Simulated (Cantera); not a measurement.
A Cantera script and its output.

```python
import numpy as np
import cantera as ct

gas = ct.Solution("gri30.yaml")
gas.TPX = 1598, 101325, {'CH4': 1, 'H2O': 2.4, 'H2': 0.084}
reactor = ct.IdealGasConstPressureReactor(gas, energy="off", clone=False)
net = ct.ReactorNet([reactor])
net.rtol, net.atol = 1e-08, 1e-18
show = ['CH4', 'H2O', 'H2', 'CO', 'CH2']
times = np.geomspace(2e-05, 1, 11)

steps = ct.SolutionArray(gas, extra=["t"])
rows = []
print(f"{'t/s':>10s}{'T/K':>9s}{'P/Pa':>11s}" + "".join(f"{s:>11s}" for s in show))
for t in times:
    while net.time < t:
        t_next = net.step()
        steps.append(gas.state, t=t_next)
    rows.append([np.interp(t, steps.t, y) for y in (steps.T, steps.P, *steps(*show).X.T)])
    print(f"{t:10.3e}{rows[-1][0]:9.1f}{rows[-1][1]:11.4g}" + "".join(f"{x:11.3e}" for x in rows[-1][2:]))
rate = np.gradient(steps.T, steps.t)
print("integrator steps:", len(steps.t))
if steps.T.max() > steps.T[0] + 200:
    print(f"time of steepest temperature rise: {steps.t[rate.argmax()]:.4e} s")
gas.TPX = 1598, 101325, {'CH4': 1, 'H2O': 2.4, 'H2': 0.084}
gas.equilibrate("TP")
print(f"equilibrium (TP): T = {gas.T:.1f} K  " + "  ".join(f"{s} {gas[s].X[0]:.3e}" for s in show))
```

Output:

```
       t/s      T/K       P/Pa        CH4        H2O         H2         CO        CH2
 2.000e-05   1598.0  1.013e+05  2.869e-01  6.888e-01  2.415e-02  8.826e-12  8.358e-10
 5.901e-05   1598.0  1.013e+05  2.868e-01  6.888e-01  2.423e-02  1.228e-09  5.299e-09
 1.741e-04   1598.0  1.013e+05  2.862e-01  6.887e-01  2.451e-02  8.571e-08  1.525e-08
 5.137e-04   1598.0  1.013e+05  2.845e-01  6.884e-01  2.566e-02  2.513e-06  3.124e-08
 1.516e-03   1598.0  1.013e+05  2.780e-01  6.865e-01  3.111e-02  4.272e-05  5.230e-08
 4.472e-03   1598.0  1.013e+05  2.581e-01  6.770e-01  5.234e-02  2.762e-04  5.152e-08
 1.320e-02   1598.0  1.013e+05  2.149e-01  6.515e-01  1.042e-01  1.023e-03  4.453e-08
 3.893e-02   1598.0  1.013e+05  1.497e-01  6.105e-01  1.844e-01  3.522e-03  3.916e-08
 1.149e-01   1598.0  1.013e+05  8.368e-02  5.577e-01  2.739e-01  1.084e-02  3.330e-08
 3.389e-01   1598.0  1.013e+05  4.619e-02  4.890e-01  3.553e-01  2.942e-02  2.387e-08
 1.000e+00   1598.0  1.013e+05  3.387e-02  4.008e-01  4.328e-01  6.701e-02  1.258e-08
integrator steps: 1158
equilibrium (TP): T = 1598.0 K  CH4 2.004e-07  H2O 2.338e-01  H2 5.838e-01  CO 1.608e-01  CH2 1.839e-14
```

Model: GRI-Mech 3.0 (53 species, 325 reactions), integrated in Cantera.
